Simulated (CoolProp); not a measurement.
A single-stage vapour-compression cycle with the fluid: evaporating at 284.15 K (dew point), condensing at 310.15 K (bubble point), superheat 0 K, subcooling 5 K, compressor efficiency 0.9, no pressure losses. The same conditions are run with several fluids, on thermodynamics alone (safety and materials aside).

Values from CoolProp's reference Helmholtz-energy equation of state of each fluid (n-butane: Bücker 2006; R236EA: Rui 2013; sulfur hexafluoride: Guder 2009; sulfur dioxide: Gao 2016; n-perfluoropentane: Gao 2022; R142b: Lemmon 2006).

```csv
fluid,cooling COP,pressure ratio,discharge temperature (K),refrigerating effect (kJ/kg),volumetric capacity (kJ/m³)
n-butane,9.15,2.26,310.2,324,1300
R236EA,9.04,2.50,310.1,?,?
sulfur hexafluoride,6.85,1.85,313.9,50.8,7410
sulfur dioxide,9.12,2.41,?,341,2330
n-perfluoropentane,8.73,?,310.1,?,458
R142b,9.15,2.24,313.7,184,?
```

Complete the blanks.


- R236EA, refrigerating effect (kJ/kg): 137
- R236EA, volumetric capacity (kJ/m³): 1140
- sulfur dioxide, discharge temperature (K): 346.8
- n-perfluoropentane, pressure ratio: 2.71
- n-perfluoropentane, refrigerating effect (kJ/kg): 74.0
- R142b, volumetric capacity (kJ/m³): 1800

The compression ends wet for: n-butane; R236EA; n-perfluoropentane.
